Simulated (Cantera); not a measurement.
Feed: 1 mol Mg(OH)2, 0.29 mol H2, held at 0.00430 bar.

Equilibrium computed with Cantera from the NASA thermochemical tables; the gas is ideal and each condensed phase is pure. Candidate condensed phases: H2O, Mg, MgO, Mg(OH)2; 15 gas species. Rates play no part.

x: gas mole fraction; n: condensed amount in mol.

| T (K) | x H2O | x H2 | x H | x OH | n MgO(s) |
|---|---|---|---|---|---|
| 823 | 0.775 | 0.225 | 5.30e-11 | <1e-12 | 1.00 |
| 973 | 0.775 | 0.225 | 7.82e-9 | 4.81e-11 | 1.00 |
| 1123 | 0.775 | 0.225 | 3.08e-7 | 5.46e-9 | 1.00 |
| 1273 | 0.775 | 0.225 | ? | ? | 1.00 |
| 1423 | 0.775 | 0.225 | 4.80e-5 | 3.59e-6 | 1.00 |
| 1573 | 0.775 | 0.225 | ? | ? | 1.000 |
| 1723 | 0.774 | 0.224 | 0.00132 | 0.000249 | 1.000 |
| 1873 | 0.772 | 0.222 | 0.00464 | 0.00125 | 1.000 |

Q: What belongs in the gaps?

A: 
- 1573, x H: 0.000294
- 1573, x OH: 3.66e-5
- 1273, x H: 5.16e-6
- 1273, x OH: 2.05e-7
